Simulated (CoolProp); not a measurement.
Computed with CoolProp (reference Helmholtz-energy equation of state, Akasaka 2022).

Problem. Give the vapour pressure (kPa), liquid density (kg/m³), vapour density (kg/m³) of saturated R1233zd(E) at 340.7, 343.3, 356.4 K.

Solution. 
```tsv
T (K)	p (kPa)	liquid density (kg/m³)	vapour density (kg/m³)
340.7	480	1150	25.3
343.3	514	1140	27.1
356.4	712	1110	37.6
```
